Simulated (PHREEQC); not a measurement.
**Acid rinse or clean: speciation**

Consider water at 60 °C with 0.035 mol HF per kg of water. Closed to the air; pH follows from the charge balance.

Computed with PHREEQC (ion-association model, phreeqc.dat).

Precipitation was switched off in this run.

**Question.** What pH does the model give?

**Answer.** pH 2.46.

**Question.** In which forms is F present?

**Answer.** HF 88 %, F- 9.3 %, HF2- 2.5 % of the F.

Complexes and solids missing from the database can't appear. Constants without temperature data keep their 25 °C values here.
